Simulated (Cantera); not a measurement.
Charge: 1 mol Cu₂O, 5.6 mol CO, equilibrated at 26.0 mbar.

These are equilibrium values from Cantera (NASA tables, ideal gas, pure condensed phases), not measurements of a reactor. Candidate condensed phases: C, Cu, CuO, Cu₂O; 15 gas species. Kinetics and transport are ignored. All values below are at 1200 K.

Base state: CO 0.821, CO₂ 0.179 (mole fractions); condensed: Cu(s).

Q: What changes in the equilibrium state with this change: Cu₂O replaced by Ta₂O₅?

A: 
```
species        before     after
-------------  ------  --------
CO              0.821     0.999
CO₂             0.179  0.000758
Cu(s), mol       2.00         0
TaC(s), mol         0   0.00121
Ta₂O₅(s), mol       0     0.999
```
Mutual solubility and eutectic melting of coexisting phases are not modelled. TaC: taken at fixed stoichiometry. Condensed phases not in the tables: Ta₂C. Further candidate phases: Ta, TaC, Ta₂O₅.
